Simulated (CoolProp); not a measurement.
Vapour-liquid equilibrium of acetone (1) + toluene (2) at 0.00714 MPa; x and y are mole fractions of (1).

The numbers come from the multi-fluid Helmholtz-energy mixture model, Lemmon 2006 and Lemmon 2006; pair parameters Bell 2016 in CoolProp.

```csv
x,"bubble temperature, mixture model (K)","bubble temperature, Raoult's law (K)","y, mixture model","y, Raoult's law"
0.05,300.1,305.0,0.438,0.287
0.15,288.9,296.2,0.717,0.592
0.25,283.2,289.9,0.813,0.744
0.35,279.7,285.1,0.861,0.831
0.45,277.2,281.2,0.892,0.886
0.55,275.3,278.0,0.916,0.923
0.65,273.5,275.3,0.935,0.949
0.75,272.0,273.0,0.954,0.969
0.85,270.5,270.9,0.972,0.983
0.95,269.0,269.1,0.990,0.995
```

The largest gap from Raoult's law is -7.3 K in bubble temperature, at x = 0.15. No azeotrope shows between x = 0.05 and 0.95.

Pair parameters are fitted to limited data, so mixtures are less certain than the pure fluids.
